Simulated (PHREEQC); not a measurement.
Make-up at 25 °C: 4 mmol/kgw KOH, 0.126 mmol/kgw Na2B4O7 and 0.0084 mmol/kgw NaHS. Closed to the air; pH follows from the charge balance.

Model: ion-association model, wateq4f.dat, run in PHREEQC.

No solid was allowed to form.

Q: What pH does the model give?

A: pH 11.54.

The polysulfide entries of wateq4f.dat were taken out for this run.
